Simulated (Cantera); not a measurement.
A closed system holds: 1 mol Al, 1.9 mol I2, held at 0.0133 bar.

Cantera equilibrium calculation (NASA polynomials, part measured and part estimated; ideal gas, pure solids and liquids). Candidate condensed phases: Al, AlI3, I2; 7 gas species. Rates play no part.

Task: At 873 K, list the 4 most abundant gas species with their mole fractions, and the condensed phases.

Result: AlI3 0.692, I2 0.246, I 0.0622, Al2I6 0.000326. Condensed: gas only.
